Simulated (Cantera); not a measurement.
An isothermal plug-flow reactor at 750 K and 5.00 bar (inlet), inlet velocity 0.13 m/s, active area per volume 240 1/m; feed CO : O₂ : N₂ = 0.0086 : 0.13 : 0.79 (molar parts), equivalence ratio 0.033.

Computed with Cantera and Deutschmann's 1995 Pt surface mechanism with GRI-Mech 3.0 gas chemistry. Catalytic surfaces can have several steady states; this one follows from the mechanism file's or the stated starting coverage. Mass transfer to the wall is taken as infinitely fast.

Q: Predict: x(CO) at z = 0.01 m; x(O₂) at z = 0.01 m; x(CO₂) at z = 0.01 m; θ(free Pt) at the exit; θ(O*) at the exit.

A: 
| Property | Result |
|---|---|
| x(CO) at z = 0.01 m | 0.00327 |
| x(O₂) at z = 0.01 m | 0.137 |
| x(CO₂) at z = 0.01 m | 0.00601 |
| θ(free Pt) at the exit | 0.00954 |
| θ(O*) at the exit | 0.990 |
